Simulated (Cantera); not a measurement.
Input: 1 mol SO2, 2 mol O2, equilibrated at 10.0 mbar.

These are equilibrium values from Cantera (NASA tables, ideal gas, pure condensed phases), not measurements of a reactor. Candidate condensed phases: S; 10 gas species. Rates play no part.

x: gas mole fraction; nothing condenses.

```tsv
T (°C)	x O2	x SO2	x O	x SO	x SO3	x S	x S2
1177	0.666	0.332	1.64e-5	6.20e-7	0.00132	<1e-12	<1e-12
1327	0.666	0.333	0.000118	6.50e-6	0.000630	6.16e-11	<1e-12
1477	0.666	0.333	0.000611	4.54e-5	0.000342	2.56e-9	<1e-12
1627	0.665	0.332	0.00243	0.000233	0.000205	5.92e-8	1.38e-11
1777	0.660	0.331	?	?	?	?	?
1927	0.649	0.326	?	?	?	?	?
2077	0.625	0.314	0.0522	0.00878	6.08e-5	6.64e-5	8.76e-8
2227	0.578	0.290	0.110	0.0212	4.07e-5	0.000391	7.96e-7
```

Question: Fill in the missing entries.

Answer: 
- 1777, x O: 0.00791
- 1777, x SO: 0.000941
- 1777, x SO3: 0.000132
- 1777, x S: 8.65e-7
- 1777, x S2: 3.91e-10
- 1927, x O: 0.0218
- 1927, x SO: 0.00312
- 1927, x SO3: 8.87e-5
- 1927, x S: 8.79e-6
- 1927, x S2: 7.04e-9
